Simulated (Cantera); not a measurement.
Mixture: 37.1 % H2, 13.2 % O2, 49.7 % N2, equivalence ratio 1.4, at 9000 Torr, adiabatic and at constant volume. Ignition delay is the time to a rise of 400 K.

Detailed kinetics in Cantera: GRI-Mech 3.0 (53 species, 325 reactions). The hydrogen kinetics of GRI-Mech 3.0 are dated; newer H2 mechanisms differ, most at raised pressure. The pressure lies above the range GRI-Mech 3.0 was tuned for (to about 10 atm). Where the delays flatten at high temperature, the 400 K rule measures the pace of heat release, not the induction time.

Q: Predict: delay at 1150 K; delay at 1300 K; delay at 1450 K; delay at 1600 K; delay at 1750 K.

A: delay at 1150 K: 0.249 ms
delay at 1300 K: 5.59 µs
delay at 1450 K: 1.54 µs
delay at 1600 K: 0.845 µs
delay at 1750 K: 0.563 µs
